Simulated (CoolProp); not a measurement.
Vapour-liquid equilibrium of cyclohexane (1) + dimethyl carbonate (2) at 1090 kPa; x and y are mole fractions of (1).

Computed with CoolProp (multi-fluid Helmholtz-energy mixture model, Zhou 2014 and Zhou 2011; pair parameters Bell 2016).

| x | bubble temperature, mixture model (°C) | bubble temperature, Raoult's law (°C) | y, mixture model | y, Raoult's law |
|---|---|---|---|---|
| 0.05 | 184.7 | 188.3 | 0.098 | 0.051 |
| 0.125 | 180.7 | 188.2 | 0.213 | 0.127 |
| 0.2 | 177.8 | 188.1 | 0.299 | 0.203 |
| 0.275 | 175.8 | 188.0 | 0.367 | 0.279 |
| 0.35 | 174.5 | 187.9 | 0.423 | 0.355 |
| 0.425 | 173.7 | 187.8 | 0.471 | 0.430 |
| 0.5 | 173.4 | 187.7 | 0.515 | 0.505 |
| 0.575 | 173.4 | 187.6 | 0.559 | 0.580 |
| 0.65 | 173.8 | 187.5 | 0.604 | 0.655 |
| 0.725 | 174.7 | 187.4 | 0.655 | 0.729 |
| 0.8 | 176.3 | 187.3 | 0.717 | 0.804 |
| 0.875 | 178.9 | 187.2 | 0.795 | 0.877 |
| 0.95 | 183.0 | 187.1 | 0.903 | 0.951 |

The largest gap from Raoult's law is -14.3 K in bubble temperature, at x = 0.5. y crosses x between x = 0.5 and 0.575: the model has an azeotrope there.

Pair parameters are fitted to limited data, so mixtures are less certain than the pure fluids.
